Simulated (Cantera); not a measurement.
Stirred combustor or abatement burner

A perfectly stirred reactor is fed with 4.51 % CH4, 1.35 % CO, 19.8 % O2, 74.4 % N2, equivalence ratio 0.49, at 1.00 bar; it is adiabatic with a 775 K inlet, and is followed from long to short residence time, starting on the burning branch (τ in s: 0.088, 0.029, 0.0095, 0.0031, 0.001, 0.00033, 0.00011, 3.6e-05, 1.2e-05, 3.8e-06).

Cantera simulation using GRI-Mech 3.0 (53 species, 325 reactions); the numbers are that mechanism's predictions, not measurements.

```tsv
τ (s)	T (K)	x CH4	x CO	x O2	x CH3	x HCN
0.088	1863	6.91e-6	0.000379	0.101	1.64e-6	5.03e-9
0.029	1856	1.42e-5	0.000766	0.101	3.18e-6	5.49e-9
0.0095	1842	2.88e-5	0.00157	0.101	5.84e-6	6.69e-9
0.0031	1817	5.91e-5	0.00317	0.102	1.06e-5	9.83e-9
0.0010	1772	0.000131	0.00629	0.103	2.01e-5	1.74e-8
0.00033	1698	0.000333	0.0123	0.106	4.25e-5	3.33e-8
0.00011	1566	0.00143	0.0256	0.115	0.000139	7.35e-8
3.6e-5	775	0.0451	0.0135	0.198	<1e-12	<1e-12
1.2e-5	775	0.0451	0.0135	0.198	<1e-12	<1e-12
3.8e-6	775	0.0451	0.0135	0.198	<1e-12	<1e-12
```
x: mole fraction; the columns are a selection and need not sum to one.
